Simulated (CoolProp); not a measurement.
R113 along the isotherm 244.1 K: Z from the reference equation and from simpler models built on Tc = 487.2 K, pc = 3.392 MPa, ω = 0.253; each cubic takes its own stable root.

The numbers come from the reference Helmholtz-energy equation of state, Marx 1992 in CoolProp.

```tsv
p (MPa)	phase	reference	van der Waals	Soave-Redlich-Kwong
0.636	liquid	0.03475	0.05697	0.03766
1.27	liquid	0.06935	0.1135	0.07513
1.91	liquid	0.1042	0.1702	0.1129
2.54	liquid	0.1385	0.2257	0.1500
3.18	liquid	0.1733	0.2819	0.1876
3.82	liquid	0.2080	0.3378	0.2252
4.45	liquid	0.2422	0.3926	0.2621
5.09	liquid	0.2768	0.4481	0.2995
```
